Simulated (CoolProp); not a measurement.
The fluid at 478.54 K and 3.67 MPa is throttled through a valve to 2.2 MPa with no heat exchange. The same conditions are run with several fluids, on thermodynamics alone (safety and materials aside).

Computed with CoolProp (reference Helmholtz-energy equation of state of each fluid (R365MFC: Lemmon 2016; n-pentane: Thol 2019; R1336mzz(Z): McLinden 2020; n-perfluoropentane: Gao 2022; the fluoroketone C6F12O (FK-5-1-12): McLinden 2015)).

```tsv
fluid	temperature change (K)	final phase	final density (kg/m³)
R365MFC	-18.9	gas	121
n-pentane	…	gas	66.1
R1336mzz(Z)	-18.5	gas	133
n-perfluoropentane	…	supercritical	…
the fluoroketone C6F12O (FK-5-1-12)	…	supercritical	…
```

Task: What belongs in the gaps?

Result: 
- n-pentane, temperature change (K): -29.1
- n-perfluoropentane, temperature change (K): -12.3
- n-perfluoropentane, final density (kg/m³): 231
- the fluoroketone C6F12O (FK-5-1-12), temperature change (K): -16.0
- the fluoroketone C6F12O (FK-5-1-12), final density (kg/m³): 353
